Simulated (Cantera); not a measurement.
Cantera run:

```python
import numpy as np
import cantera as ct

gas_names = [...]  # 113 gases of nasa_gas.yaml made of C, H, O, Ta
cond_names = """
    C(gr) C6H6(L) C7H8(L) C8H18(L),n-octa H2O(s) H2O(L) Ta(cr) Ta(L) TaC(s) TaC(L) Ta2O5(s) Ta2O5(L)
""".split()


# ... load() reads the species with a 1 bar reference pressure and builds the phases ...
atoms = {
    'Ta2O5': {'Ta': 2, 'O': 5},
    'CO': {'C': 1, 'O': 1},
    'H2': {'H': 2},
}
top_T = {'C(gr)': 4500}  # K; cautious upper limits of use, not melting points


# ... equilibrate(T, P, feed) seeds the gas with the atoms and calls Mixture.equilibrate('TP', solver="vcs", rtol=1e-11, max_steps=5000) ...
results = []
feed = {'Ta2O5': 1, 'CO': 4.2, 'H2': 0.11}  # mol
P = 34000  # Pa
for T in [1873, 1923, 1973, 2023, 2073, 2123, 2173, 2223, 2273, 2323, 2373, 2423, 2473, 2523]:
    mix = equilibrate(T, P, feed)
    results.append((T, P, feed, dict(zip(mix.species_names, mix.species_moles))))

top = {s: max(r[3][s] / sum(r[3][g] for g in gas_names) for r in results) for s in gas_names}
cols = sorted((s for s in top if top[s] > 1e-06), key=lambda s: -top[s])[:7]
seen = [c for c in cond_names if any(r[3].get(c, 0) > 1e-12 for r in results)]
print("log10 of partial pressures in bar; condensed amounts in mol")
print(f"{'T/K':>10s}" + "".join(f"{s[:9]:>10s}" for s in cols + seen))
for T, P, feed, n in results:
    ng = sum(n[g] for g in gas_names)
    print(f"{T:10.4g}" + "".join(f"{np.log10(max(n[s] / ng * P / 1e5, 1e-99)):10.3f}" for s in cols)
          + "".join(f"{n.get(c, 0):10.4g}" for c in seen))
```

It prints:

```
log10 of partial pressures in bar; condensed amounts in mol
       T/K        CO        H2         H      TaO2       CO2       TaO       H2O    TaC(s)  Ta2O5(s)  Ta2O5(L)
      1873    -0.480    -2.066    -4.223    -7.396    -3.309    -8.888    -4.281  0.001965     0.999         0
      1923    -0.480    -2.066    -4.059    -6.931    -3.310    -8.339    -4.263   0.00197     0.999         0
      1973    -0.480    -2.067    -3.904    -6.490    -3.311    -7.818    -4.246  0.001976     0.999         0
      2023    -0.481    -2.069    -3.756    -6.073    -3.311    -7.324    -4.231   0.00198     0.999         0
      2073    -0.481    -2.071    -3.615    -5.686    -3.315    -6.862    -4.220  0.001969         0     0.999
      2123    -0.481    -2.073    -3.482    -5.340    -3.325    -6.436    -4.217  0.001923         0     0.999
      2173    -0.481    -2.076    -3.354    -5.011    -3.336    -6.031    -4.216  0.001872         0     0.999
      2223    -0.481    -2.080    -3.233    -4.699    -3.346    -5.645    -4.216  0.001809         0     0.999
      2273    -0.481    -2.085    -3.118    -4.401    -3.355    -5.277    -4.217  0.001722         0    0.9989
      2323    -0.481    -2.091    -3.008    -4.118    -3.365    -4.925    -4.220  0.001587         0    0.9986
      2373    -0.481    -2.098    -2.904    -3.847    -3.374    -4.590    -4.225  0.001359         0    0.9983
      2423    -0.482    -2.107    -2.805    -3.589    -3.383    -4.269    -4.232 0.0009655         0    0.9975
      2473    -0.482    -2.119    -2.711    -3.343    -3.392    -3.961    -4.241 0.0002746         0    0.9963
      2523    -0.483    -2.133    -2.623    -3.157    -3.301    -3.817    -4.154         0         0    0.9946
```

These are equilibrium values from Cantera (NASA tables, ideal gas, pure condensed phases), not measurements of a reactor. Mutual solubility and eutectic melting of coexisting phases are not modelled. TaC: taken at fixed stoichiometry. Condensed phases not in the tables: Ta2C.
